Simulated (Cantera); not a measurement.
Input: 1 mol Si2H6, 0.16 mol O2, equilibrated at 1898.15 K.

Cantera equilibrium calculation (NASA polynomials, part measured and part estimated; ideal gas, pure solids and liquids). Candidate condensed phases: H2O, Si, SiO2; 18 gas species. The feed counts by its element totals alone. Gases not in the tables: Si2H6 and higher silanes. Rates play no part.

x: gas mole fraction; n: condensed amount in mol.

```json
[
 {"P (Pa)": "5", "x H2": "0.596", "x Si": "0.246", "x SiO": "0.0683", "x H": "0.0855", "x Si2": "0.00197", "x SiH": "0.00117", "n Si(l)": "0.495"},
 {"P (Pa)": "21", "x H2": "0.803", "x Si": "…", "x SiO": "0.0883", "x H": "…", "x Si2": "…", "x SiH": "…", "n Si(l)": "…"},
 {"P (Pa)": "85", "x H2": "0.866", "x Si": "…", "x SiO": "0.0938", "x H": "…", "x Si2": "…", "x SiH": "…", "n Si(l)": "1.63"},
 {"P (Pa)": "350", "x H2": "0.888", "x Si": "0.00352", "x SiO": "0.0954", "x H": "0.0125", "x Si2": "2.81e-5", "x SiH": "0.000171", "n Si(l)": "1.67"},
 {"P (Pa)": "1400", "x H2": "0.897", "x Si": "0.000879", "x SiO": "0.0960", "x H": "0.00626", "x Si2": "7.03e-6", "x SiH": "8.59e-5", "n Si(l)": "1.68"},
 {"P (Pa)": "5900", "x H2": "0.900", "x Si": "0.000209", "x SiO": "0.0962", "x H": "0.00306", "x Si2": "1.67e-6", "x SiH": "4.19e-5", "n Si(l)": "1.68"},
 {"P (Pa)": "24000", "x H2": "0.902", "x Si": "5.13e-5", "x SiO": "0.0963", "x H": "0.00152", "x Si2": "4.10e-7", "x SiH": "2.08e-5", "n Si(l)": "1.68"},
 {"P (Pa)": "100000", "x H2": "0.903", "x Si": "1.23e-5", "x SiO": "0.0963", "x H": "0.000744", "x Si2": "9.84e-8", "x SiH": "1.02e-5", "n Si(l)": "1.68"}
]
```

Problem. What belongs in the gaps?

Solution. 
- 85, x Si: 0.0145
- 85, x H: 0.0250
- 85, x Si2: 0.000116
- 85, x SiH: 0.000343
- 21, x Si: 0.0586
- 21, x H: 0.0484
- 21, x Si2: 0.000469
- 21, x SiH: 0.000664
- 21, n Si(l): 1.46
